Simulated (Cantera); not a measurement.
Equilibrium for carbon deposition, reforming and gasification: C6H6 + H2O + H2

A closed system holds: 1 mol C6H6, 3 mol H2O, 0.36 mol H2, held at 21.0 Torr.

Cantera equilibrium calculation (NASA polynomials, part measured and part estimated; ideal gas, pure solids and liquids). Candidate condensed phases: C, C6H6, C7H8, C8H18, H2O; 110 gas species. Equilibrium is a limit: real reactors are often held back by kinetics, nucleation or transport.

| T (K) | x H2 | x H | x CO | x C2H2 (acetylene) | x C3 | x C2H | x C | x C2 | n C(graphite) |
|---|---|---|---|---|---|---|---|---|---|
| 2448 | 0.597 | 0.0919 | 0.306 | 0.00516 | 7.77e-6 | 5.10e-5 | 2.86e-6 | 7.09e-7 | 2.90 |
| 2498 | 0.578 | 0.113 | 0.302 | 0.00620 | 1.72e-5 | 8.69e-5 | 5.78e-6 | 1.58e-6 | 2.87 |
| 2548 | 0.556 | 0.138 | 0.298 | 0.00734 | 3.69e-5 | 0.000144 | 1.14e-5 | 3.43e-6 | 2.85 |
| 2598 | 0.531 | 0.166 | 0.294 | 0.00855 | 7.69e-5 | 0.000234 | 2.17e-5 | 7.21e-6 | 2.82 |
| 2648 | 0.504 | 0.197 | 0.289 | 0.00981 | 0.000155 | 0.000371 | 4.05e-5 | 1.47e-5 | 2.78 |
| 2698 | 0.473 | 0.232 | 0.283 | 0.0111 | 0.000306 | 0.000574 | 7.39e-5 | 2.93e-5 | 2.74 |
| 2748 | 0.440 | 0.269 | 0.277 | 0.0123 | 0.000587 | 0.000869 | 0.000132 | 5.68e-5 | 2.69 |
| 2798 | 0.404 | 0.309 | 0.270 | 0.0134 | 0.00110 | 0.00129 | 0.000230 | 0.000107 | 2.62 |
| 2848 | 0.368 | 0.350 | 0.263 | 0.0144 | 0.00201 | 0.00187 | 0.000394 | 0.000199 | 2.54 |
| 2898 | 0.330 | 0.392 | 0.256 | 0.0151 | 0.00361 | 0.00265 | 0.000663 | 0.000359 | 2.42 |
x: gas mole fraction; n: condensed amount in mol.

From 2448 K to 2898 K the condensed part is C(graphite). The main C-bearing gas is CO throughout. The share of C in condensed phases is highest at 2448 K (48.3 %) and lowest at 2898 K (40.4 %).
